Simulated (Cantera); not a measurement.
**Thermodynamics of silicon nitride deposition, feed SiH2Cl2 + N2 + H2**

A closed system holds: 1 mol SiH2Cl2, a varied amount of N2, 2.3 mol H2, equilibrated at 31.0 Pa.

These are equilibrium values from Cantera (NASA tables, ideal gas, pure condensed phases), not measurements of a reactor. Candidate condensed phases: NH4Cl, Si, Si3N4; 28 gas species. N2 is the only nitrogen source here; it is nearly inert below about 1500 K, so the nitride shown seldom forms there in practice. The tables' values for SiCl3 are old estimates. The numbers say what is thermodynamically allowed, not how fast it happens.

Stable condensed phases:

```
T in °C \ n(N2) in mol
         1.9   4 6.1 8.2  10  12  15  17  19  21  23  25
   1850    A   A   A   A   A   A   A   A   A   A   A   A
   1800    A   A   A   A   A   A   A   A   A   A   A   A
   1750    A   A   A   A   A   A   A   A   A   A   A   A
   1700    A   A   A   A   A   A   A   A   A   A   A   A
   1650    B   A   A   A   A   A   A   A   A   A   A   A
   1600    B   B   B   A   A   A   A   A   A   A   A   A
   1550    B   B   B   B   B   B   B   B   B   A   A   A
   1500    B   B   B   B   B   B   B   B   B   B   B   B
   1450    B   B   B   B   B   B   B   B   B   B   B   B
   1400    B   B   B   B   B   B   B   B   B   B   B   B
   1350    B   B   B   B   B   B   B   B   B   B   B   B
   1300    B   B   B   C   C   C   C   C   C   C   C   C
   1250    C   C   C   C   C   C   C   C   C   C   C   C
   1200    C   C   C   C   C   C   C   C   C   C   C   C
```

A: gas only; B: Si; C: Si3N4.
